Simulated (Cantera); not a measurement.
Standard-state values (1 bar) from the NASA 1993 polynomials, evaluated with Cantera. Values are per mole of reaction as written; species without (g) are pure solids or liquids, kept so even where they would boil at 1 bar. TaC: taken at fixed stoichiometry.

**Question.** Between 300 and 2973 K, where is each reaction favourable under standard conditions?
- Ta2O5 + 5 TaC → 5 CO(g) + 7 Ta

**Answer.** 
- Ta2O5 + 5 TaC → 5 CO(g) + 7 Ta: ΔG° is 1937 kJ at 300 K and -234 kJ at 2973 K; it changes sign between 300 and 2673 K. ΔH° is 1844 kJ and ΔS° 699 J/K at 2973 K.
